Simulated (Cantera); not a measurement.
A closed system holds: 1 mol FeS2, 290 mol H2, held at 1652 °C and 3200 Pa.

Cantera equilibrium calculation (NASA polynomials, part measured and part estimated; ideal gas, pure solids and liquids). Kinetics and transport are ignored.

```csv
species,before,after
H2,0.985,0.982
H,0.00530,0.00901
Fe,0.00342,0.00341
H2S,0.00348,0.00286
S,0.000289,0.000491
SH,0.00161,0.00195
S2,0.000731,0.000761
```
Gas species are given as mole fractions.

### Question
Which change was made?
A) H2 from 290 to 1.3 mol
B) temperature from 1652 °C to 1727 °C
C) H2 from 290 to 1.2 mol
D) temperature from 1652 °C to 1327 °C

### Answer
B, temperature from 1652 °C to 1727 °C
